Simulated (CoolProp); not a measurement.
Properties of isobutene along the isobar 17.5 MPa (Tc = 418.1 K, pc = 4.016 MPa, ω = 0.193).

Model: reference Helmholtz-energy equation of state, Lemmon 2005, in CoolProp. It is a short technical equation, of lower accuracy than the large ones.

```csv
T (K),phase,expansivity (1/kK),fugacity coefficient
236.5,liquid,1.408,0.003178
281.2,liquid,1.552,0.01853
325.8,liquid,[?],0.05992
370.5,liquid,[?],0.1354
415.2,liquid,2.640,0.2411
459.9,supercritical,[?],0.3641
504.5,supercritical,[?],[?]
549.2,supercritical,4.050,0.5992
```

**Question.** Fill in the missing entries.

**Answer.** 
- 325.8, expansivity (1/kK): 1.778
- 370.5, expansivity (1/kK): 2.124
- 459.9, expansivity (1/kK): 3.327
- 504.5, expansivity (1/kK): 3.948
- 504.5, fugacity coefficient: 0.4876
